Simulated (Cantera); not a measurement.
CH3OH + H2O + H2 (carbon deposition, reforming and gasification)

A closed system holds: 1 mol CH3OH, 0.14 mol H2O, 0.66 mol H2, equilibrated at 277 °C and 0.0280 bar.

Equilibrium computed with Cantera from the NASA thermochemical tables; the gas is ideal and each condensed phase is pure. Candidate condensed phases: C, C6H6, C7H8, C8H18, H2O; 110 gas species. The numbers say what is thermodynamically allowed, not how fast it happens.

- x(H2O): 0.423
- x(CH4): 0.352
- x(H2): 0.172
- x(CO2): 0.0526
- x(CO): 0.000371
- n(C(graphite)): 0.127 mol
- gas amount: 2.156 mol
